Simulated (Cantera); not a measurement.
What does this Cantera script print?

```python
import numpy as np
import cantera as ct

gas = ct.Solution("gri30.yaml")
gas.TPX = 1475, 120000, {'C2H4': 1, 'H2': 1.3, 'H2O': 0.055}
reactor = ct.IdealGasConstPressureReactor(gas, energy="off", clone=False)
net = ct.ReactorNet([reactor])
net.rtol, net.atol = 1e-08, 1e-18
show = ['C2H4', 'H2', 'C2H2', 'H', 'CH3', 'C2H6']
times = np.geomspace(3e-06, 10, 14)

steps = ct.SolutionArray(gas, extra=["t"])
rows = []
print(f"{'t/s':>10s}{'T/K':>9s}{'P/Pa':>11s}" + "".join(f"{s:>11s}" for s in show))
for t in times:
    while net.time < t:
        t_next = net.step()
        steps.append(gas.state, t=t_next)
    rows.append([np.interp(t, steps.t, y) for y in (steps.T, steps.P, *steps(*show).X.T)])
    print(f"{t:10.3e}{rows[-1][0]:9.1f}{rows[-1][1]:11.4g}" + "".join(f"{x:11.3e}" for x in rows[-1][2:]))
rate = np.gradient(steps.T, steps.t)
print("integrator steps:", len(steps.t))
if steps.T.max() > steps.T[0] + 200:
    print(f"time of steepest temperature rise: {steps.t[rate.argmax()]:.4e} s")
gas.TPX = 1475, 120000, {'C2H4': 1, 'H2': 1.3, 'H2O': 0.055}
gas.equilibrate("TP")
print(f"equilibrium (TP): T = {gas.T:.1f} K  " + "  ".join(f"{s} {gas[s].X[0]:.3e}" for s in show))
```

Output:

```
       t/s      T/K       P/Pa       C2H4         H2       C2H2          H        CH3       C2H6
 3.000e-06   1475.0    1.2e+05  4.246e-01  5.520e-01  1.128e-05  1.166e-08  2.932e-12  2.990e-09
 9.525e-06   1475.0    1.2e+05  4.246e-01  5.520e-01  3.604e-05  3.583e-08  4.869e-11  3.338e-08
 3.024e-05   1475.0    1.2e+05  4.245e-01  5.521e-01  1.168e-04  1.133e-07  6.015e-10  3.498e-07
 9.603e-05   1475.0    1.2e+05  4.241e-01  5.522e-01  3.958e-04  3.818e-07  6.677e-09  3.639e-06
 3.049e-04   1475.0    1.2e+05  4.223e-01  5.527e-01  1.629e-03  2.057e-06  1.024e-07  4.738e-05
 9.681e-04   1475.0    1.2e+05  3.954e-01  5.598e-01  1.985e-02  2.485e-05  6.193e-06  1.102e-03
 3.074e-03   1475.0    1.2e+05  2.470e-01  5.964e-01  1.214e-01  3.714e-05  2.368e-05  1.481e-03
 9.760e-03   1475.0    1.2e+05  1.016e-01  6.278e-01  2.202e-01  3.139e-05  3.369e-05  6.256e-04
 3.099e-02   1475.0    1.2e+05  6.429e-02  6.228e-01  2.422e-01  2.374e-05  4.093e-05  3.812e-04
 9.839e-02   1475.0    1.2e+05  5.970e-02  5.933e-01  2.375e-01  1.738e-05  5.382e-05  3.440e-04
 3.124e-01   1475.0    1.2e+05  5.392e-02  5.478e-01  2.293e-01  1.185e-05  6.523e-05  3.101e-04
 9.919e-01   1475.0    1.2e+05  4.861e-02  5.060e-01  2.210e-01  8.953e-06  7.272e-05  2.955e-04
 3.149e+00   1475.0    1.2e+05  4.700e-02  4.970e-01  2.167e-01  8.409e-06  7.451e-05  2.940e-04
 1.000e+01   1475.0    1.2e+05  4.639e-02  5.019e-01  2.119e-01  8.445e-06  7.436e-05  2.930e-04
integrator steps: 1238
equilibrium (TP): T = 1475.0 K  C2H4 4.555e-02  H2 5.087e-01  C2H2 2.053e-01  H 8.502e-06  CH3 7.410e-05  C2H6 2.913e-04
```

Computed with Cantera and GRI-Mech 3.0 (53 species, 325 reactions). GRI-Mech 3.0 was tuned for natural gas; its chemistry of ethylene as a main component is partial and can be far from experiment. GRI-Mech 3.0 stops at C3 and has no aromatics, soot or wall deposition, so with more carbon than oxygen in the feed, carbon stays in small species such as C2H2 where larger ones or solid carbon would form.
